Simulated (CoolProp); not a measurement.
Vapour-liquid equilibrium of benzene (1) + ethylbenzene (2) at 411.2 K; x and y are mole fractions of (1).

Model: multi-fluid Helmholtz-energy mixture model, Thol 2012 and Zhou 2012; pair parameters Bell 2016, in CoolProp.

| x | bubble pressure, mixture model (kPa) | bubble pressure, Raoult's law (kPa) | y, mixture model | y, Raoult's law |
|---|---|---|---|---|
| 0.05 | 120.2 | 123.9 | 0.153 | 0.183 |
| 0.15 | [?] | 158.5 | [?] | 0.429 |
| 0.25 | [?] | 193.2 | 0.542 | 0.586 |
| 0.35 | 210.9 | 227.8 | 0.662 | 0.696 |
| 0.45 | 244.7 | 262.5 | 0.753 | 0.777 |
| 0.55 | 280.1 | 297.1 | 0.823 | 0.839 |
| 0.65 | 317.0 | 331.8 | 0.879 | 0.888 |
| 0.75 | [?] | 366.4 | 0.924 | 0.927 |
| 0.85 | 394.0 | 401.0 | 0.959 | 0.960 |
| 0.95 | 433.4 | 435.7 | 0.988 | 0.988 |

**Question.** Complete the blanks.

**Answer.** 
- 0.15, bubble pressure, mixture model (kPa): 148.8
- 0.15, y, mixture model: 0.381
- 0.25, bubble pressure, mixture model (kPa): 179.0
- 0.75, bubble pressure, mixture model (kPa): 355.1

The largest gap from Raoult's law is -7.4 % in bubble pressure, at x = 0.35. No azeotrope shows between x = 0.05 and 0.95.

The pair parameters rest on a limited set of measurements; away from them the model extrapolates.
